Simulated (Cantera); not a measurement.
Feed: 1 mol trisilylamine, 23 mol N₂, 0.92 mol H₂.

Equilibrium computed with Cantera from the NASA thermochemical tables; the gas is ideal and each condensed phase is pure. Candidate condensed phases: Si, Si₃N₄; 18 gas species. The feed counts by its element totals alone. Kinetics and transport are ignored.

Stable condensed phases, one row left out:

```
T in K \ P in Pa
              5     26    140    710   3700  19000 100000
   1948       A      A      B      B      B      C      C
   1848       A      B      B      B      C      C      C
   1748       B      B      B      C      C      C      C
   1648       B      B      C      C      C      C      C
   1548       B      C      C      C      C      C      C
   1348       C      C      C      C      C      C      C
   1248       C      C      C      C      C      C      C
   1148       C      C      C      C      C      C      C
   1048       C      C      C      C      C      C      C
```

A: gas only; B: Si; C: Si₃N₄.

**Question.** Give the row for 1448 K.

**Answer.** 5: Si₃N₄; 26: Si₃N₄; 140: Si₃N₄; 710: Si₃N₄; 3700: Si₃N₄; 19000: Si₃N₄; 100000: Si₃N₄.
